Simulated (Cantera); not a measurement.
Feed: 1 mol Ta₂O₅, 0.63 mol H₂, 0.36 mol H₂O, at 1525 °C and 608 Torr.

Equilibrium computed with Cantera from the NASA thermochemical tables; the gas is ideal and each condensed phase is pure. Candidate condensed phases: H₂O, Ta, Ta₂O₅; 12 gas species. Kinetics and transport are ignored.

Base state: H₂ 0.636, H₂O 0.364, H 0.000312, OH 1.17e-5 (mole fractions); condensed: Ta₂O₅(s).

**Question.** What changes in the equilibrium state with this change: pressure from 608 Torr to 1.00 Torr?

**Answer.** 
```json
[
 {"species": "H₂", "before": "0.636", "after": "0.630"},
 {"species": "H₂O", "before": "0.364", "after": "0.362"},
 {"species": "H", "before": "0.000312", "after": "0.00766"},
 {"species": "OH", "before": "1.17e-5", "after": "0.000289"},
 {"species": "Ta₂O₅(s), mol", "before": "1.00", "after": "1.00"}
]
```
